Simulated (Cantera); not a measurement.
Standard-state values (1 bar) from the NASA 1993 polynomials, evaluated with Cantera. Values are per mole of reaction as written; species without (g) are pure solids or liquids, kept so even where they would boil at 1 bar.

2 Ca + S2(g) ⇌ 2 CaS

```
T (K)  ΔH° (kJ)  ΔS° (J/K)  ΔG° (kJ)  log10 K
-----  --------  ---------  --------  -------
300     -1074.8     -200.1   -1014.8   176.69
375     -1074.0     -197.7    -999.9   139.27
400     -1073.8     -197.1    -994.9   129.92
425           ?          ?         ?        ?
450     -1073.3     -195.9    -985.1   114.35
475     -1073.0     -195.4    -980.2   107.79
500     -1072.8     -195.0    -975.3   101.89
525     -1072.6     -194.5    -970.5    96.56
550     -1072.4     -194.2    -965.6    91.70
575           ?          ?         ?        ?
600           ?          ?         ?        ?
```

Fill in the missing entries.


- 425, ΔH° (kJ): -1073.5
- 425, ΔS° (J/K): -196.5
- 425, ΔG° (kJ): -990.0
- 425, log10 K: 121.68
- 575, ΔH° (kJ): -1072.2
- 575, ΔS° (J/K): -193.9
- 575, ΔG° (kJ): -960.8
- 575, log10 K: 87.28
- 600, ΔH° (kJ): -1072.1
- 600, ΔS° (J/K): -193.6
- 600, ΔG° (kJ): -955.9
- 600, log10 K: 83.22
